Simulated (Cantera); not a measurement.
Feed: 1 mol Fe2O3, 0.11 mol H2O, 0.73 mol N2, equilibrated at 700 K and 1330 Pa.

Method: chemical equilibrium by Gibbs-energy minimisation in Cantera with the NASA 1993 tables (ideal gas, pure condensed phases). Candidate condensed phases: Fe, FeO, Fe(OH)2, Fe(OH)3, Fe2O3, Fe3O4, H2O; 27 gas species. Equilibrium is a limit: real reactors are often held back by kinetics, nucleation or transport.

Base state: N2 0.869, H2O 0.131 (mole fractions); condensed: Fe2O3(s).

**Question.** What changes in the equilibrium state with this change: Fe2O3 replaced by Al?

**Answer.** 
```tsv
species	before	after
N2	0.869	0.708
H2	<1e-9	0.292
NH3	<1e-9	1.66e-5
H2O	0.131	<1e-9
Fe2O3(s), mol	1.00	0
AlN(s), mol	0	0.927
Al2O3(s), mol	0	0.0367
```
Further candidate phases: Al, AlN, Al2O3.
